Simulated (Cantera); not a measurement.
A jet of H2 : O2 : N2 = 0.026 : 0.11 : 0.79 (molar parts), equivalence ratio 0.12 at 300 K and 61.5 Torr hits a platinum plate 8 cm away at a mass flux of 0.021 kg/m²/s; the plate temperature is set and raised in steps from an oxygen-covered start.

Detailed kinetics in Cantera: Deutschmann's 1995 Pt surface mechanism with GRI-Mech 3.0 gas chemistry. Catalytic surfaces can have several steady states; this one follows from the mechanism file's or the stated starting coverage.

x: mole fraction at the wall; θ: surface coverage.

```
plate T (K)  wall x H2  wall x O2  wall x H2O  wall x OH  θ free Pt   θ O*    θ OH*
-----------  ---------  ---------  ----------  ---------  ---------  -----  -------
600            0.00210     0.0911      0.0503      <1e-8     0.0379  0.957  0.00531
650            0.00206     0.0911      0.0500      <1e-8     0.0404  0.956  0.00359
700                  …     0.0910      0.0501      <1e-8          …  0.950        …
750            0.00140     0.0906      0.0507      <1e-8     0.0662  0.932  0.00228
800                  …     0.0902      0.0513      <1e-8          …  0.895  0.00211
```

Task: What belongs in the gaps?

Result: 
- 700, wall x H2: 0.00187
- 700, θ free Pt: 0.0470
- 700, θ OH*: 0.00267
- 800, wall x H2: 0.000957
- 800, θ free Pt: 0.103
